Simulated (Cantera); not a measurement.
A closed system holds: 1 mol Fe₂O₃, 690 mol H₂, at 10.0 mbar.

Method: chemical equilibrium by Gibbs-energy minimisation in Cantera with the NASA 1993 tables (ideal gas, pure condensed phases). Candidate condensed phases: Fe, FeO, Fe(OH)₂, Fe(OH)₃, Fe₂O₃, Fe₃O₄, H₂O; 12 gas species. Rates play no part.

What share of the Fe ends up in condensed phases as a function of T (K), at 1650, 1675, 1700, 1725, 1750, 1775, 1800, 1825, 1850, 1875?


| T (K) | Fe condensed (%) | as |
|---|---|---|
| 1650 | 90.7 | Fe(γ) |
| 1675 | 85.7 | Fe(δ) |
| 1700 | 78.3 | Fe(δ) |
| 1725 | 67.4 | Fe(δ) |
| 1750 | 51.8 | Fe(δ) |
| 1775 | 29.5 | Fe(δ) |
| 1800 | 0.0 | - |
| 1825 | 0.0 | - |
| 1850 | 0.0 | - |
| 1875 | 0.0 | - |
